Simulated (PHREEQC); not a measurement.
Make-up at 25 °C: 0.0051 mol CdSO4, 0.0039 mol KCl and 0.031 mol NiCl2 per kg of water. Closed to the air; pH follows from the charge balance.

Model: ion-association model, wateq4f.dat, run in PHREEQC.

Each row changes one thing in this solution. This is a speciation only: nothing precipitates in the calculation.

```csv
case,pH,ionic strength (mol/kgw),Cl- (mol/kgw),Ni+2 (mol/kgw),NiCl+ (mol/kgw),NiCl2 (mol/kgw),SI of Ni(OH)2 (Ni(OH)2)
as made,5.84,0.0972,0.0600,0.0272,0.00151,0.000193,-1.12
CdSO4 left out,5.89,0.0927,0.0637,0.0290,0.00173,0.000237,-0.97
CdSO4 replaced by NiSO4 at the same molality,?,0.104,0.0636,0.0317,0.00183,0.000244,-0.92
diluted 100-fold with water,?,0.00116,0.000656,0.000307,4.34e-7,9.58e-10,-1.09
```

Q: Fill in the missing entries.

A: 
- CdSO4 replaced by NiSO4 at the same molality, pH: 5.91
- diluted 100-fold with water, pH: 6.65

Complexes and solids missing from the database can't appear.
